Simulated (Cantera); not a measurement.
A closed system holds: 1 mol PbS, 62 mol H2, 28 mol N2, held at 823 K.

Method: chemical equilibrium by Gibbs-energy minimisation in Cantera with the NASA 1993 tables (ideal gas, pure condensed phases). Candidate condensed phases: Pb, PbS, S; 18 gas species. The numbers say what is thermodynamically allowed, not how fast it happens.

Q: What share of the Pb ends up in condensed phases as a function of P (Pa), at 10, 42, 180, 750, 3200, 13000, 56000, 240000, 1000000?

A: 
```tsv
P (Pa)	Pb condensed (%)	as
10	61.5	Pb(l) + PbS(s)
42	90.9	Pb(l) + PbS(s)
180	97.9	Pb(l) + PbS(s)
750	99.5	Pb(l) + PbS(s)
3200	99.9	Pb(l) + PbS(s)
13000	100.0	Pb(l) + PbS(s)
56000	100.0	Pb(l) + PbS(s)
240000	100.0	Pb(l) + PbS(s)
1000000	100.0	Pb(l) + PbS(s)
```
